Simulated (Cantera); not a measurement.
What does this Cantera script print?

```python
import numpy as np
import cantera as ct

gas_names = """
    C CN CO CO2 C2 CCN CNC C2N2 C2O C3 C3O2 C4 C4N2 C5 N NCO NO NO2 NO3 N2 N2O O O2 O3 Si SiC SiC2 SiN
    SiO SiO2 Si2 Si2C Si2N Si3
""".split()
cond_names = """
    C(gr) Si(cr) Si(L) SiC(b) SiO2(Lqz) SiO2(hqz) SiO2(L) Si2N2O(s) Si3N4(a)
""".split()


# ... load() reads the species with a 1 bar reference pressure and builds the phases ...
atoms = {
    'SiC': {'Si': 1, 'C': 1},
    'N2O': {'N': 2, 'O': 1},
    'N2': {'N': 2},
}
top_T = {'C(gr)': 4500, 'SiC(b)': 3050, 'Si2N2O(s)': 2100, 'Si3N4(a)': 2400}  # K; cautious upper limits of use, not melting points


# ... equilibrate(T, P, feed) seeds the gas with the atoms and calls Mixture.equilibrate('TP', solver="vcs", rtol=1e-11, max_steps=5000) ...
results = []
feed = {'SiC': 1, 'N2O': 0.13, 'N2': 980}  # mol
P = 45  # Pa
for T in [1250, 1325, 1400, 1475, 1550, 1625, 1700, 1775, 1850, 1925, 2000, 2075, 2150]:
    mix = equilibrate(T, P, feed)
    results.append((T, P, feed, dict(zip(mix.species_names, mix.species_moles))))
    x = sorted(zip(gas.X, gas.species_names), reverse=True)
    print(f"T = {T:g} K  P = {P:g} Pa  gas = {mix.phase_moles(0):.4g} mol")
    print("   x: " + "  ".join(f"{s} {v:.3e}" for v, s in x if v > 1e-05))
    print("   condensed (mol): " + ("  ".join(f"{mix.phase(i).name} {mix.phase_moles(i):.4g}"
          for i in range(1, mix.n_phases) if mix.phase_moles(i) > 1e-12) or "none"))
```

Output:

```
T = 1250 K  P = 45 Pa  gas = 980.2 mol
   x: N2 9.999e-01  CO 8.838e-05
   condensed (mol): SiC(b) 0.9134  Si2N2O(s) 0.04326
T = 1325 K  P = 45 Pa  gas = 980.2 mol
   x: N2 9.999e-01  CO 9.644e-05
   condensed (mol): SiC(b) 0.9055  Si2N2O(s) 0.03354  Si3N4(a) 0.008504
T = 1400 K  P = 45 Pa  gas = 980.2 mol
   x: N2 9.999e-01  CO 1.141e-04  SiO 1.848e-05
   condensed (mol): SiC(b) 0.8881  Si3N4(a) 0.03122
T = 1475 K  P = 45 Pa  gas = 980.3 mol
   x: N2 9.999e-01  CO 6.734e-05  SiO 6.527e-05
   condensed (mol): SiC(b) 0.934
T = 1550 K  P = 45 Pa  gas = 980.3 mol
   x: N2 9.999e-01  CO 7.256e-05  SiO 6.005e-05  Si 1.207e-05
   condensed (mol): SiC(b) 0.9288
T = 1625 K  P = 45 Pa  gas = 980.3 mol
   x: N2 9.998e-01  CO 9.160e-05  Si 4.918e-05  SiO 4.101e-05
   condensed (mol): SiC(b) 0.91
T = 1700 K  P = 45 Pa  gas = 980.4 mol
   x: N2 9.998e-01  CO 1.212e-04  Si 1.074e-04  SiO 1.143e-05
   condensed (mol): SiC(b) 0.8804
T = 1775 K  P = 45 Pa  gas = 980.4 mol
   x: N2 9.997e-01  CO 1.316e-04  Si 1.299e-04
   condensed (mol): SiC(b) 0.8668
T = 1850 K  P = 45 Pa  gas = 980.7 mol
   x: N2 9.994e-01  Si 4.312e-04  CO 1.317e-04
   condensed (mol): C(gr) 0.2921  SiC(b) 0.5526
T = 1925 K  P = 45 Pa  gas = 981.2 mol
   x: N2 9.989e-01  Si 9.607e-04  CO 1.319e-04  SiC2 2.763e-05  Si2C 1.144e-05
   condensed (mol): C(gr) 0.794
T = 2000 K  P = 45 Pa  gas = 981.3 mol
   x: N2 9.988e-01  Si 9.637e-04  CO 1.323e-04  SiC2 3.989e-05  CN 2.660e-05
   condensed (mol): C(gr) 0.7573
T = 2075 K  P = 45 Pa  gas = 981.3 mol
   x: N2 9.988e-01  Si 9.549e-04  CO 1.324e-04  CN 6.831e-05  SiC2 5.533e-05
   condensed (mol): C(gr) 0.6839
T = 2150 K  P = 45 Pa  gas = 981.3 mol
   x: N2 9.987e-01  Si 9.390e-04  CN 1.641e-04  CO 1.324e-04  SiC2 7.427e-05
   condensed (mol): C(gr) 0.5417
```

Method: chemical equilibrium by Gibbs-energy minimisation in Cantera with the NASA 1993 tables (ideal gas, pure condensed phases). Mutual solubility and eutectic melting of coexisting phases are not modelled.
